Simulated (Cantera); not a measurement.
A closed system holds: 1 mol Cr, 0.45 mol NH₃, 95 mol H₂, 0.64 mol O₂, held at 100000 Pa.

These are equilibrium values from Cantera (NASA tables, ideal gas, pure condensed phases), not measurements of a reactor. Candidate condensed phases: Cr, CrN, Cr₂N, Cr₂O₃, H₂O; 29 gas species. Mutual solubility and eutectic melting of coexisting phases are not modelled. Equilibrium is a limit: real reactors are often held back by kinetics, nucleation or transport.

Question: Which condensed phases are stable at each of these points (T (K)): 900, 1100, 1300, 1500, 1700, 1900, 2100, 2300?

Answer: 
```json
[
 {"T (K)": "900", "condensed phases": "CrN(s) + Cr₂O₃(s)", "Cr condensed (%)": "100.0"},
 {"T (K)": "1100", "condensed phases": "Cr₂N(s) + Cr₂O₃(s)", "Cr condensed (%)": "100.0"},
 {"T (K)": "1300", "condensed phases": "Cr(s) + Cr₂O₃(s)", "Cr condensed (%)": "100.0"},
 {"T (K)": "1500", "condensed phases": "Cr(s) + Cr₂O₃(s)", "Cr condensed (%)": "100.0"},
 {"T (K)": "1700", "condensed phases": "Cr(s) + Cr₂O₃(s)", "Cr condensed (%)": "99.8"},
 {"T (K)": "1900", "condensed phases": "Cr(s) + Cr₂O₃(s)", "Cr condensed (%)": "96.6"},
 {"T (K)": "2100", "condensed phases": "Cr(s)", "Cr condensed (%)": "67.7"},
 {"T (K)": "2300", "condensed phases": "gas only", "Cr condensed (%)": "0.0"}
]
```

At 900 K the condensed part is CrN(s) + Cr₂O₃(s). At 1100 K the condensed part is Cr₂N(s) + Cr₂O₃(s). From 1300 K to 1900 K the condensed part is Cr(s) + Cr₂O₃(s). At 2100 K the condensed part is Cr(s). At 2300 K nothing is condensed.
